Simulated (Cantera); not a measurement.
A perfectly stirred reactor is fed with 90.9 % NH3, 9.09 % N2, at 17.3 Torr; it is held at 2048 K, and followed from long to short residence time.

Detailed kinetics in Cantera: the gas-phase N/H chemistry of the illustrative SiF4/NH3 mechanism in the Surface Chemkin manual (1991). Walls and surfaces, which speed up NH3 decomposition in real reactors, are not modelled.

### Question
Predict: x(NH3) at τ = 23.0 s; x(N2H2) at τ = 23.0 s; x(H) at τ = 23.0 s; x(NH2) at τ = 23.0 s; x(NH3) at τ = 0.320 s; x(N2H2) at τ = 0.320 s; x(H) at τ = 0.320 s; x(NH2) at τ = 0.320 s; x(N2H4) at τ = 0.320 s.

### Answer
x(NH3) at τ = 23.0 s: 0.0166
x(N2H2) at τ = 23.0 s: 1.09e-7
x(H) at τ = 23.0 s: 0.00168
x(NH2) at τ = 23.0 s: 0.000118
x(NH3) at τ = 0.320 s: 0.500
x(N2H2) at τ = 0.320 s: 6.33e-6
x(H) at τ = 0.320 s: 0.000265
x(NH2) at τ = 0.320 s: 0.00121
x(N2H4) at τ = 0.320 s: 1.07e-8
